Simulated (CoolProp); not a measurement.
Computed with CoolProp (reference Helmholtz-energy equation of state, Beckmüller 2019).

Question: For n-octane, give the phase and the Z, Joule-Thomson coefficient (K/MPa), conductivity (mW/(m K)) at 71.95 °C and 1.69 MPa.

Answer: 
- 71.95 °C and 1.69 MPa: liquid; Z 0.102, Joule-Thomson coefficient -0.353, conductivity 112

Thermal conductivity comes from a separate model (Huber 2005).
